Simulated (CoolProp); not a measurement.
Properties of methane along the isotherm 15.95 °C (Tc = -82.6 °C, pc = 45.99 bar, ω = 0.011).

Values from CoolProp's reference Helmholtz-energy equation of state, Setzmann 1991.

```json
[
 {"p (bar)": "19.2", "phase": "gas", "density (kg/m³)": "(withheld)", "Prandtl number": "0.763"},
 {"p (bar)": "38.3", "phase": "gas", "density (kg/m³)": "27.56", "Prandtl number": "0.802"},
 {"p (bar)": "57.5", "phase": "supercritical", "density (kg/m³)": "(withheld)", "Prandtl number": "(withheld)"},
 {"p (bar)": "76.7", "phase": "supercritical", "density (kg/m³)": "59.34", "Prandtl number": "0.901"},
 {"p (bar)": "95.8", "phase": "supercritical", "density (kg/m³)": "76.50", "Prandtl number": "0.955"},
 {"p (bar)": "115", "phase": "supercritical", "density (kg/m³)": "94.26", "Prandtl number": "(withheld)"},
 {"p (bar)": "134", "phase": "supercritical", "density (kg/m³)": "(withheld)", "Prandtl number": "1.05"},
 {"p (bar)": "153", "phase": "supercritical", "density (kg/m³)": "129.0", "Prandtl number": "1.09"},
 {"p (bar)": "172", "phase": "supercritical", "density (kg/m³)": "(withheld)", "Prandtl number": "1.12"},
 {"p (bar)": "192", "phase": "supercritical", "density (kg/m³)": "160.8", "Prandtl number": "1.14"},
 {"p (bar)": "211", "phase": "supercritical", "density (kg/m³)": "174.4", "Prandtl number": "1.15"},
 {"p (bar)": "230", "phase": "supercritical", "density (kg/m³)": "186.6", "Prandtl number": "1.16"}
]
```

**Question.** What belongs in the gaps?

**Answer.** 
- 19.2, density (kg/m³): 13.30
- 57.5, density (kg/m³): 42.94
- 57.5, Prandtl number: 0.849
- 115, Prandtl number: 1.01
- 134, density (kg/m³): 111.9
- 172, density (kg/m³): 145.1

Viscosity comes from a separate model (Quiñones-Cisneros 2006). Thermal conductivity comes from a separate model (Friend 1989).
